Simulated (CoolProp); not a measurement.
Properties of R1234ze(E) along the isobar 4150 kPa.

The numbers come from the reference Helmholtz-energy equation of state, Thol 2016 in CoolProp.

| T (°C) | phase | speed of sound (m/s) | viscosity (µPa s) |
|---|---|---|---|
| 54.65 | liquid | 446.4 | 143 |
| 60.75 | liquid | 419.5 | 132 |
| 66.95 | liquid | 391.5 | 123 |
| 73.05 | liquid | 363.2 | 114 |
| 79.25 | liquid | 333.3 | 105 |
| 85.35 | liquid | 302.6 | 96.4 |
| 91.55 | liquid | 269.7 | 88.1 |
| 97.65 | liquid | 234.9 | 79.8 |
| 103.85 | liquid | 195.6 | 71.0 |
| 109.95 | supercritical | 149.7 | 61.1 |
| 116.15 | supercritical | 92.12 | 38.8 |
| 122.25 | supercritical | 102.1 | 24.8 |
| 128.45 | supercritical | 111.9 | 22.5 |
| 134.55 | supercritical | 119.5 | 21.5 |
| 140.75 | supercritical | 126.0 | 21.0 |
| 146.85 | supercritical | 131.5 | 20.7 |

Viscosity comes from a separate model (Bell 2016), an estimate that may be off by 10 % or more.
